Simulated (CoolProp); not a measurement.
Saturation properties of tetrahydrofuran (Tc = 267.0 °C, pc = 53.04 bar, ω = 0.234).

The numbers come from the reference Helmholtz-energy equation of state, Fiedler 2023 in CoolProp.

```json
[
 {"T (°C)": "3.05", "p (bar)": "0.07531", "liquid density (kg/m³)": "905.8", "vapour density (kg/m³)": "(withheld)"},
 {"T (°C)": "19.95", "p (bar)": "0.1725", "liquid density (kg/m³)": "887.5", "vapour density (kg/m³)": "0.5142"},
 {"T (°C)": "36.75", "p (bar)": "0.3541", "liquid density (kg/m³)": "(withheld)", "vapour density (kg/m³)": "1.004"},
 {"T (°C)": "53.55", "p (bar)": "0.6664", "liquid density (kg/m³)": "850.0", "vapour density (kg/m³)": "1.806"},
 {"T (°C)": "70.35", "p (bar)": "(withheld)", "liquid density (kg/m³)": "830.6", "vapour density (kg/m³)": "3.042"},
 {"T (°C)": "87.25", "p (bar)": "1.929", "liquid density (kg/m³)": "810.5", "vapour density (kg/m³)": "(withheld)"},
 {"T (°C)": "104.05", "p (bar)": "3.023", "liquid density (kg/m³)": "789.9", "vapour density (kg/m³)": "(withheld)"},
 {"T (°C)": "120.85", "p (bar)": "4.535", "liquid density (kg/m³)": "(withheld)", "vapour density (kg/m³)": "10.91"},
 {"T (°C)": "137.65", "p (bar)": "6.560", "liquid density (kg/m³)": "745.9", "vapour density (kg/m³)": "15.57"},
 {"T (°C)": "154.55", "p (bar)": "9.213", "liquid density (kg/m³)": "722.0", "vapour density (kg/m³)": "21.76"},
 {"T (°C)": "171.35", "p (bar)": "12.57", "liquid density (kg/m³)": "696.5", "vapour density (kg/m³)": "29.83"}
]
```

Question: Some entries are withheld; supply them.

Answer: 
- 3.05, vapour density (kg/m³): 0.2374
- 36.75, liquid density (kg/m³): 868.9
- 70.35, p (bar): 1.167
- 87.25, vapour density (kg/m³): 4.864
- 104.05, vapour density (kg/m³): 7.417
- 120.85, liquid density (kg/m³): 768.4

It boils at 65.9 °C under 1 atm.
